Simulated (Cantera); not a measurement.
**Al + H2O + N2 (aluminium nitride and oxide growth)**

Charge: 1 mol Al, a varied amount of H2O, 130 mol N2, equilibrated at 1500 K and 0.0210 bar.

Equilibrium computed with Cantera from the NASA thermochemical tables; the gas is ideal and each condensed phase is pure. Candidate condensed phases: Al, AlN, Al2O3, H2O; 35 gas species. Mutual solubility and eutectic melting of coexisting phases are not modelled. Kinetics and transport are ignored.

```csv
n(H2O) (mol),x N2,x H2O,x H2,x H,n AlN(s),n Al2O3(s)
0.35,0.997,1.82e-8,0.00269,6.30e-6,0.767,0.117
0.46,0.996,2.39e-8,0.00353,7.22e-6,0.693,0.153
0.6,0.995,3.12e-8,0.00460,8.24e-6,0.600,0.200
0.79,0.994,4.09e-8,0.00605,9.45e-6,0.473,0.263
1,0.992,5.17e-8,0.00764,1.06e-5,0.333,0.333
1.4,0.989,7.20e-8,0.0107,1.25e-5,0.0667,0.467
1.8,0.986,0.00228,0.0114,1.30e-5,0,0.500
2.4,0.982,0.00680,0.0113,1.29e-5,0,0.500
3.1,0.977,0.0120,0.0113,1.29e-5,0,0.500
4.1,0.969,0.0194,0.0112,1.28e-5,0,0.500
```
x: gas mole fraction; n: condensed amount in mol.

From 0.35 mol H2O to 1.4 mol H2O the condensed part is AlN(s) + Al2O3(s). From 1.8 mol H2O to 4.1 mol H2O the condensed part is Al2O3(s).
